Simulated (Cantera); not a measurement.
Charge: 1 mol SiCl₄, 4.7 mol HCl, 17 mol H₂, equilibrated at 12.0 bar.

These are equilibrium values from Cantera (NASA tables, ideal gas, pure condensed phases), not measurements of a reactor. Candidate condensed phases: Si; 19 gas species. Equilibrium is a limit: real reactors are often held back by kinetics, nucleation or transport. All values below are at 848 K.

Base state: H₂ 0.749, HCl 0.207, SiCl₄ 0.0438, SiHCl₃ 0.000257 (mole fractions); condensed: gas only.

Question: What changes in the equilibrium state with this change: SiCl₄ replaced by Si?

Answer: 
```tsv
species	before	after
H₂	0.749	0.916
SiCl₄	0.0438	0.0464
HCl	0.207	0.0358
SiHCl₃	0.000257	0.00193
```
